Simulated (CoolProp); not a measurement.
Values from CoolProp's reference Helmholtz-energy equation of state, McLinden 2015.

Task: Give the vapour pressure (kPa), liquid density (kg/m³), vapour density (kg/m³) of saturated the fluoroketone C6F12O (FK-5-1-12) at 203, 234.4, 250 K.

Result: 
| T (K) | p (kPa) | liquid density (kg/m³) | vapour density (kg/m³) |
|---|---|---|---|
| 203 | 0.0561 | 1870 | 0.0105 |
| 234.4 | 1.05 | 1780 | 0.170 |
| 250 | 3.19 | 1740 | 0.488 |
